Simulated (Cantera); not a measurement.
A freely propagating, adiabatic, planar premixed flame of C3H8 : O2 : N2 : H2 = 1 : 5.21 : 18.2 : 0.94 (molar parts), equivalence ratio 1.0, unburnt at 525 K and 8.30 bar; mixture-averaged transport, grid criteria slope 0.08 and curve 0.16, no radiation.

Cantera simulation using GRI-Mech 3.0 (53 species, 325 reactions); the numbers are that mechanism's predictions, not measurements. GRI-Mech 3.0 was tuned for natural gas; its chemistry of propane as a main component is partial and can be far from experiment. Burning velocities carry a grid error of a few per cent, more on coarse grids.

Q: Predict: laminar burning velocity; thermal thickness; peak x(CH4); peak x(C2H); peak x(HCO).

A: 
```
Property                     Result
------------------------  ---------
laminar burning velocity  94.4 cm/s
thermal thickness         0.0431 mm
peak x(CH4)                 0.00362
peak x(C2H)                 3.90e-6
peak x(HCO)                 6.76e-5
```
